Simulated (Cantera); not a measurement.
**Equilibrium for tantalum, niobium, vanadium and zirconium in process gases: Ta + H₂O + H₂**

A closed system holds: 1 mol Ta, 29 mol H₂O, 370 mol H₂, equilibrated at 1775 K.

These are equilibrium values from Cantera (NASA tables, ideal gas, pure condensed phases), not measurements of a reactor. Candidate condensed phases: H₂O, Ta, Ta₂O₅; 12 gas species. Equilibrium is a limit: real reactors are often held back by kinetics, nucleation or transport.

| P (Pa) | x H₂ | x H | x H₂O | x OH | x TaO₂ | x O | x O₂ | n Ta₂O₅(s) |
|---|---|---|---|---|---|---|---|---|
| 0.100 | 0.698 | 0.242 | 0.0572 | 0.00123 | 0.00107 | 0.000333 | 1.21e-5 | 0.257 |
| 2.50 | 0.881 | 0.0543 | 0.0644 | 0.000247 | 4.52e-5 | 1.19e-5 | 3.86e-7 | 0.491 |
| 63 | 0.923 | 0.0111 | 0.0660 | 4.93e-5 | 1.81e-6 | 4.62e-7 | 1.47e-8 | 0.500 |
| 1600 | 0.931 | 0.00221 | 0.0663 | 9.79e-6 | 7.16e-8 | 1.81e-8 | 5.73e-10 | 0.500 |
| 40000 | 0.933 | 0.000442 | 0.0664 | 1.96e-6 | 2.86e-9 | 7.24e-10 | 2.29e-11 | 0.500 |
| 1000000 | 0.933 | 8.84e-5 | 0.0664 | 3.92e-7 | 1.15e-10 | 2.90e-11 | <1e-12 | 0.500 |
x: gas mole fraction; n: condensed amount in mol.

From 0.100 Pa to 10.0 bar the condensed part is Ta₂O₅(s).
